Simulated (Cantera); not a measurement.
**Calcination and drying: CaCO3 + H2O**

Input: 1 mol CaCO3, 1.5 mol H2O, held at 1448.15 K and 1 atm.

Cantera equilibrium calculation (NASA polynomials, part measured and part estimated; ideal gas, pure solids and liquids). Candidate condensed phases: C, C6H6, C7H8, C8H18, Ca, CaCO3, CaO, Ca(OH)2, H2O; 115 gas species. Kinetics and transport are ignored.

```
Item                                       Result
--------------------------------------  ---------
x(H2O)                                      0.600
x(CO2)                                      0.400
x(CO)                                     9.91e-5
x(O2)                                     7.68e-5
x(H2)                                     6.27e-5
x(OH)                                     1.65e-5
n(CaO(s))                                1.00 mol
gas amount                              2.500 mol
log10 activity of C(graphite) (absent)     -10.58
log10 activity of Ca(l) (absent)           -15.30
```
